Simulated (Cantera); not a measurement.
An adiabatic, constant-volume homogeneous reactor starts with H₂ : O₂ : N₂ : H₂O = 1 : 0.227 : 0.855 : 0.055 (molar parts), at 1050 K and 0.217 atm. Integrator tolerance rtol = 1e-08.

Model: GRI-Mech 3.0 (53 species, 325 reactions), integrated in Cantera.

| quantity | before | after |
|---|---|---|
| time of steepest temperature rise | 0.590 ms | 0.232 ms |
| temperature at 0.600 s | 2632 K | 2674 K |
| equilibrium temperature | 2632 K | 2674 K |
| x(H₂) at 0.600 s | 0.269 (gas-phase equilibrium 0.269) | 0.266 (gas-phase equilibrium 0.266) |
| x(O₂) at 0.600 s | 0.000211 (gas-phase equilibrium 0.000211) | 0.000336 (gas-phase equilibrium 0.000336) |
| x(H₂O) at 0.600 s | 0.252 (gas-phase equilibrium 0.252) | 0.248 (gas-phase equilibrium 0.248) |
| x(HO₂) at 0.600 s | 1.50e-7 (gas-phase equilibrium 1.50e-7) | 2.25e-7 (gas-phase equilibrium 2.25e-7) |
| x(NO) at 0.600 s | 0.000680 (gas-phase equilibrium 0.000680) | 0.000914 (gas-phase equilibrium 0.000914) |
| x(H₂O₂) at 0.600 s | 2.40e-8 (gas-phase equilibrium 2.40e-8) | 3.05e-8 (gas-phase equilibrium 3.05e-8) |

Question: Name the change that produced these shifts.
A. initial temperature 1050 to 1275 K
B. initial temperature 1050 to 1150 K
C. initial temperature 1050 to 1325 K
D. initial temperature 1050 to 1200 K

Answer: D, initial temperature 1050 to 1200 K
